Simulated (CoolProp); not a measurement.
A single-stage vapour-compression cycle with the fluid: evaporating at 284.15 K (dew point), condensing at 354.15 K (bubble point), superheat 2 K, subcooling 0 K, compressor efficiency 0.8, no pressure losses. The same conditions are run with several fluids, on thermodynamics alone (safety and materials aside).

The numbers come from the reference Helmholtz-energy equation of state of each fluid (R227EA: Lemmon 2016; R142b: Lemmon 2006; isobutene: Lemmon 2005; R365MFC: Lemmon 2016; vinyl chloride: Thol 2022) in CoolProp.

| fluid | cooling COP | pressure ratio | discharge temperature (K) | refrigerating effect (kJ/kg) | volumetric capacity (kJ/m³) |
|---|---|---|---|---|---|
| R227EA | 1.17 | 6.56 | 354.1 | 31.2 | 716 |
| R142b | 2.15 | 6.58 | 366.2 | 116 | 1120 |
| isobutene | 2.12 | 6.42 | 359.7 | 201 | 985 |
| R365MFC | 2.11 | 11.6 | 354.2 | 104 | 205 |
| vinyl chloride | 2.44 | 6.24 | 399.7 | 224 | 1580 |

The compression ends wet for: R227EA; R365MFC.
